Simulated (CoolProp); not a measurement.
Computed with CoolProp (reference Helmholtz-energy equation of state, Setzmann 1991).

### Question
For methane, give the phase and the cv (kJ/(kg K)), speed of sound (m/s) at 276 K and 0.0784 MPa; 276 K and 0.149 MPa; 276 K and 6.9 MPa.

### Answer
- 276 K and 0.0784 MPa: gas; cv 1.66, speed of sound 433
- 276 K and 0.149 MPa: gas; cv 1.66, speed of sound 433
- 276 K and 6.9 MPa: supercritical; cv 1.75, speed of sound 414
